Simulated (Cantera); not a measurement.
A Cantera script and what it prints.

```python
import numpy as np
import cantera as ct

gas_names = [...]  # 113 gases of nasa_gas.yaml made of C, Cu, H, O
cond_names = """
    C(gr) C6H6(L) C7H8(L) C8H18(L),n-octa Cu(cr) Cu(L) CuO(s) CuO2H2(s) Cu2O(s) Cu2O(L) H2O(s) H2O(L)
""".split()


# ... load() reads the species with a 1 bar reference pressure and builds the phases ...
atoms = {
    'Cu2O': {'Cu': 2, 'O': 1},
    'CH4': {'C': 1, 'H': 4},
    'CO': {'C': 1, 'O': 1},
}
top_T = {'C(gr)': 4500, 'CuO(s)': 1390}  # K; cautious upper limits of use, not melting points


# ... equilibrate(T, P, feed) seeds the gas with the atoms and calls Mixture.equilibrate('TP', solver="vcs", rtol=1e-11, max_steps=5000) ...
results = []
feed = {'Cu2O': 1, 'CH4': 0.63, 'CO': 0.5}  # mol
P = 19  # Pa
for T in [1473, 1498, 1523, 1548, 1573, 1598, 1623, 1648, 1673]:
    mix = equilibrate(T, P, feed)
    results.append((T, P, feed, dict(zip(mix.species_names, mix.species_moles))))
    x = sorted(zip(gas.X, gas.species_names), reverse=True)
    print(f"T = {T:g} K  P = {P:g} Pa  gas = {mix.phase_moles(0):.4g} mol")
    print("   x: " + "  ".join(f"{s} {v:.3e}" for v, s in x if v > 1e-05))
    print("   condensed (mol): " + ("  ".join(f"{mix.phase(i).name} {mix.phase_moles(i):.4g}"
          for i in range(1, mix.n_phases) if mix.phase_moles(i) > 1e-12) or "none"))
```

It prints:

```
T = 1473 K  P = 19 Pa  gas = 2.458 mol
   x: CO 4.157e-01  H2 4.059e-01  H2O 1.065e-01  CO2 4.407e-02  Cu 2.724e-02  H 5.847e-04
   condensed (mol): Cu(L) 1.933
T = 1498 K  P = 19 Pa  gas = 2.495 mol
   x: CO 4.105e-01  H2 3.986e-01  H2O 1.060e-01  CO2 4.231e-02  Cu 4.185e-02  H 7.871e-04  Cu2 1.619e-05
   condensed (mol): Cu(L) 1.895
T = 1523 K  P = 19 Pa  gas = 2.553 mol
   x: CO 4.022e-01  H2 3.884e-01  H2O 1.046e-01  Cu 6.338e-02  CO2 4.035e-02  H 1.045e-03  Cu2 2.875e-05
   condensed (mol): Cu(L) 1.838
T = 1548 K  P = 19 Pa  gas = 2.642 mol
   x: CO 3.896e-01  H2 3.742e-01  H2O 1.020e-01  Cu 9.466e-02  CO2 3.807e-02  H 1.367e-03  Cu2 5.006e-05  OH 1.244e-05
   condensed (mol): Cu(L) 1.75
T = 1573 K  P = 19 Pa  gas = 2.781 mol
   x: CO 3.710e-01  H2 3.545e-01  Cu 1.396e-01  H2O 9.770e-02  CO2 3.534e-02  H 1.756e-03  Cu2 8.559e-05  OH 1.747e-05
   condensed (mol): Cu(L) 1.611
T = 1598 K  P = 19 Pa  gas = 3.004 mol
   x: CO 3.442e-01  H2 3.272e-01  Cu 2.032e-01  H2O 9.115e-02  CO2 3.199e-02  H 2.209e-03  Cu2 1.438e-04  OH 2.395e-05
   condensed (mol): Cu(L) 1.389
T = 1623 K  P = 19 Pa  gas = 3.385 mol
   x: CO 3.061e-01  Cu 2.923e-01  H2 2.894e-01  H2O 8.149e-02  CO2 2.779e-02  H 2.698e-03  Cu2 2.375e-04  OH 3.180e-05
   condensed (mol): Cu(L) 1.009
T = 1648 K  P = 19 Pa  gas = 4.104 mol
   x: Cu 4.157e-01  CO 2.529e-01  H2 2.377e-01  H2O 6.765e-02  CO2 2.246e-02  H 3.150e-03  Cu2 3.861e-04  OH 4.027e-05
   condensed (mol): Cu(L) 0.2905
T = 1673 K  P = 19 Pa  gas = 4.397 mol
   x: Cu 4.541e-01  CO 2.364e-01  H2 2.210e-01  H2O 6.354e-02  CO2 2.055e-02  H 3.884e-03  Cu2 3.726e-04  OH 5.372e-05
   condensed (mol): none
```

These are equilibrium values from Cantera (NASA tables, ideal gas, pure condensed phases), not measurements of a reactor.
